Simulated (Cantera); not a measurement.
Mixture: 27.4 % H₂, 15.2 % O₂, 57.3 % N₂, equivalence ratio 0.90, at 5.72 atm, adiabatic and at constant volume. Ignition delay is the time to a rise of 400 K.

Computed with Cantera and the H2/O2 subset of GRI-Mech 3.0, which has no nitrogen chemistry. The hydrogen kinetics of GRI-Mech 3.0 are dated; newer H2 mechanisms differ, most at raised pressure. Where the delays flatten at high temperature, the 400 K rule measures the pace of heat release, not the induction time.

Question: Predict: delay at 1150 K; delay at 1300 K; delay at 1450 K; delay at 1600 K; delay at 1750 K.

Answer: 
| Property | Value |
|---|---|
| delay at 1150 K | 77.3 µs |
| delay at 1300 K | 5.83 µs |
| delay at 1450 K | 2.77 µs |
| delay at 1600 K | 1.73 µs |
| delay at 1750 K | 1.25 µs |
